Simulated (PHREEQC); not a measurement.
Dissolve 1.5 mmol/kgw MgSO4 at 20 °C. Closed to the air; pH follows from the charge balance.

The numbers come from PHREEQC with the ion-association model, phreeqc.dat.

| quantity | before | after |
|---|---|---|
| pH | 7.04 | 6.79 |
| ionic strength (mol/kgw) | 0.00523 | 0.00498 |
| SO4-2 (mol/kgw) | 0.00131 | 0.00124 |
| HSO4- (mol/kgw) | 8.37e-9 | 1.96e-8 |

Problem. Name the change that produced these shifts.
(A) temperature from 20 to 35 °C
(B) MgSO4 replaced by NH4HSO4 at the same molality
(C) MgSO4 from 0.0015 to 0.00225 mol/kgw
(D) diluted 2-fold with water
(E) temperature from 20 to 65 °C

Solution. A, temperature from 20 to 35 °C

Precipitation was switched off in this run.
